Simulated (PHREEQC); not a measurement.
Solution (20 °C): 10 mmol/kgw CuSO4, 6.6 mmol/kgw HBF4 and 1.9 mmol/kgw H3BO3. Closed to the air; pH follows from the charge balance.

Model: ion-association model, wateq4f.dat, run in PHREEQC.

```
quantity                          before    after
-------------------------------  -------  -------
pH                                  2.35     2.58
ionic strength (mol/kgw)          0.0337   0.0303
Cu+2 (mol/kgw)                   0.00749  0.00741
SO4-2 (mol/kgw)                  0.00610  0.00487
BF4- (mol/kgw)                   0.00511  0.00371
HF (mol/kgw)                     0.00329  0.00806
SI of Chalcanthite (CuSO4:5H2O)    -2.24    -2.55
SI of CuF2:2H2O (CuF2:2H2O)        -4.42    -3.72
```

Which change was made?
A. 0.013 mol/kgw Na2SO4 added
B. temperature from 20 to 50 °C
C. temperature from 20 to 75 °C
D. CuSO4 from 0.01 to 0.011 mol/kgw
E. HBF4 replaced by CsF at the same molality

C, temperature from 20 to 75 °C

This is a speciation only: nothing precipitates in the calculation. Away from 25 °C the constants follow the database's enthalpies or fits; those with neither stay at their 25 °C values. Real BF4- forms and hydrolyses slowly; the run takes it at equilibrium.
